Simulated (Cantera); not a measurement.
Mixture: C3H8 : O2 : N2 = 1 : 2.78 : 10.4 (molar parts), equivalence ratio 1.8, at 170000 Pa, adiabatic and at constant pressure. Ignition delay is the time to a rise of 400 K.

Model: GRI-Mech 3.0 (53 species, 325 reactions), integrated in Cantera. GRI-Mech 3.0 was tuned for natural gas; its chemistry of propane as a main component is partial and can be far from experiment.

Predict: delay at 1175 K; delay at 1325 K; delay at 1475 K; delay at 1625 K; delay at 1775 K; apparent activation energy between 1625 and 1775 K.


```json
{
 "delay at 1175 K": "8.31 ms",
 "delay at 1325 K": "0.534 ms",
 "delay at 1475 K": "77.7 µs",
 "delay at 1625 K": "22.1 µs",
 "delay at 1775 K": "9.79 µs",
 "apparent activation energy between 1625 and 1775 K": "130 kJ/mol"
}
```
